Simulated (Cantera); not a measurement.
**Fluorocarbon and chlorocarbon gases: CH₃Cl + F₂**

Charge: 1 mol CH₃Cl, 0.012 mol F₂, held at 0.450 bar.

Equilibrium computed with Cantera from the NASA thermochemical tables; the gas is ideal and each condensed phase is pure. Candidate condensed phases: C, C₆H₆, C₇H₈, C₈H₁₈; 118 gas species. The numbers say what is thermodynamically allowed, not how fast it happens.

| T (°C) | x HCl | x H₂ | x H | x HF | x Cl | x C₂H₂ (acetylene) | x CH₄ | n C(graphite) |
|---|---|---|---|---|---|---|---|---|
| 1275 | 0.497 | 0.491 | 3.22e-5 | 0.0119 | 2.60e-5 | 7.70e-6 | 0.000222 | 1.000 |
| 1375 | 0.497 | 0.491 | 9.30e-5 | 0.0119 | 7.39e-5 | 2.20e-5 | 0.000145 | 1.000 |
| 1475 | 0.497 | 0.491 | 0.000239 | 0.0119 | 0.000186 | 5.54e-5 | 9.97e-5 | 1.000 |
| 1575 | 0.496 | 0.491 | 0.000554 | 0.0119 | 0.000426 | 0.000126 | 7.13e-5 | 0.999 |
| 1675 | 0.496 | 0.490 | 0.00118 | 0.0119 | 0.000894 | 0.000264 | 5.29e-5 | 0.999 |
| 1775 | 0.494 | 0.489 | 0.00233 | 0.0119 | 0.00175 | 0.000513 | 4.04e-5 | 0.998 |
| 1875 | 0.492 | 0.488 | 0.00434 | 0.0119 | 0.00320 | 0.000934 | 3.16e-5 | 0.996 |
| 1975 | 0.488 | 0.485 | 0.00763 | 0.0118 | 0.00556 | 0.00161 | 2.52e-5 | 0.993 |
| 2075 | 0.482 | 0.481 | 0.0128 | 0.0118 | 0.00917 | 0.00263 | 2.04e-5 | 0.989 |
x: gas mole fraction; n: condensed amount in mol.

From 1275 °C to 2075 °C the condensed part is C(graphite). The main C-bearing gas is CH₄ at 1275 °C and C₂H₂ (acetylene) at 2075 °C.
